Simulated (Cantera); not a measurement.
Charge: 1 mol SiF4, 0.13 mol NH3, equilibrated at 82.0 mbar.

Method: chemical equilibrium by Gibbs-energy minimisation in Cantera with the NASA 1993 tables (ideal gas, pure condensed phases). Candidate condensed phases: Si, Si3N4; 37 gas species. The tables' values for SiF3, SiF2 are old estimates; treat these amounts as uncertain. Rates play no part.

log p: log10 of the partial pressure in bar; nothing condenses.

```
T (°C)  log p SiF4  log p H2  log p N2  log p HF  log p SiF3  log p SiHF3
------  ----------  --------  --------  --------  ----------  -----------
600          -1.19     -1.90     -2.37     -4.89       -7.04          [?]
650          -1.19     -1.90     -2.37     -4.67       -6.44          [?]
700          -1.19     -1.90     -2.37     -4.47       -5.91          [?]
750          -1.19     -1.90     -2.37     -4.28       -5.43          [?]
800          -1.19     -1.90     -2.37     -4.10       -5.00          [?]
850          -1.19     -1.90     -2.37     -3.94       -4.62          [?]
900          -1.19     -1.90     -2.37     -3.77       -4.29          [?]
950          -1.19     -1.90     -2.37     -3.61       -3.99          [?]
1000         -1.19     -1.91     -2.37     -3.46       -3.73        -3.79
1050         -1.19     -1.91     -2.37     -3.30       -3.50        -3.74
1100         -1.19     -1.91     -2.38     -3.15       -3.30        -3.70
1150         -1.20     -1.92     -2.38     -3.00       -3.11        -3.68
1200         -1.20     -1.93     -2.38     -2.86       -2.95        -3.66
1250         -1.20     -1.94     -2.38     -2.73       -2.80        -3.65
```

Fill in the missing entries.


- 600, log p SiHF3: -4.90
- 650, log p SiHF3: -4.68
- 700, log p SiHF3: -4.48
- 750, log p SiHF3: -4.31
- 800, log p SiHF3: -4.16
- 850, log p SiHF3: -4.04
- 900, log p SiHF3: -3.93
- 950, log p SiHF3: -3.85
